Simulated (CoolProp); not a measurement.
The fluid at 293.15 K and 2.69 MPa expands adiabatically to 0.255 MPa with isentropic efficiency 1. The same conditions are run with several fluids, on thermodynamics alone (safety and materials aside).

Model: reference Helmholtz-energy equation of state of each fluid (CH3F (R41): Lemmon 2006; methane: Setzmann 1991; CF4 (R14): Platzer 1990; fluorine: de Reuck 1990; oxygen: Schmidt 1985), in CoolProp. The equations of Platzer and Polt are older, rougher fits.

Task: Rank CH3F (R41), methane, CF4 (R14), fluorine, oxygen by work (kJ/kg), highest first.

Result: methane (259), oxygen (127), fluorine (109), CH3F (R41) (106), CF4 (R14) (50.2)

| fluid | final temperature (K) | final phase | final density (kg/m³) |
|---|---|---|---|
| CH3F (R41) | 213.3 | two-phase, vapour fraction 0.828 | 6.39 |
| methane | 161.6 | gas | 3.14 |
| CF4 (R14) | 195.8 | gas | 14.3 |
| fluorine | 151.4 | gas | 7.81 |
| oxygen | 148.3 | gas | 6.75 |
